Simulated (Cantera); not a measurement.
An isothermal, constant-pressure homogeneous reactor starts with CO : O2 : H2O : N2 = 0.0016 : 0.099 : 0.062 : 1 (molar parts), equivalence ratio 0.0081, at 1500 K and 250000 Pa.

Computed with Cantera and GRI-Mech 3.0 (53 species, 325 reactions).

One state of this run: x CO = 1.48e-8; x O2 = 0.0845; x H2O = 0.0533; x HO2 = 9.00e-8; x OH = 3.63e-5; x NO = 4.76e-8; x O = 7.50e-7. x: mole fraction; the columns are a selection and need not sum to one.

Which value of t (s) does it belong to?
A. 0.000482
B. 0.00193
C. 0.499
D. 3.00e-5

C, 0.499
